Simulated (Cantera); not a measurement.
What does this Cantera script print?

```python
import numpy as np
import cantera as ct

gas = ct.Solution("gri30.yaml")


def delay(T, t_max=10):
    gas.TPX = T, 68000, {'C3H8': 1, 'O2': 2.27, 'N2': 8.55}
    reactor = ct.IdealGasReactor(gas, clone=False)
    net = ct.ReactorNet([reactor])
    net.rtol, net.atol = 1e-8, 1e-16
    while net.time < t_max:
        t_old, T_old = net.time, reactor.T
        net.step()
        if reactor.T > T + 400:  # ignition: a rise of 400 K
            return t_old + (T + 400 - T_old) / (reactor.T - T_old) * (net.time - t_old)
    return np.nan


taus = []
for T in [1125, 1200, 1275, 1350, 1425, 1500, 1575, 1650, 1725]:
    taus.append(delay(T))
    print(f"T0 = {T:6g} K   tau = {taus[-1]:.4e} s")
```

Output:

```
T0 =   1125 K   tau = 3.5817e-02 s
T0 =   1200 K   tau = 6.9860e-03 s
T0 =   1275 K   tau = 1.7199e-03 s
T0 =   1350 K   tau = 5.3860e-04 s
T0 =   1425 K   tau = 2.1009e-04 s
T0 =   1500 K   tau = 9.8845e-05 s
T0 =   1575 K   tau = 5.4173e-05 s
T0 =   1650 K   tau = 3.3465e-05 s
T0 =   1725 K   tau = 2.2651e-05 s
```

Model: GRI-Mech 3.0 (53 species, 325 reactions), integrated in Cantera. GRI-Mech 3.0 was tuned for natural gas; its chemistry of propane as a main component is partial and can be far from experiment.
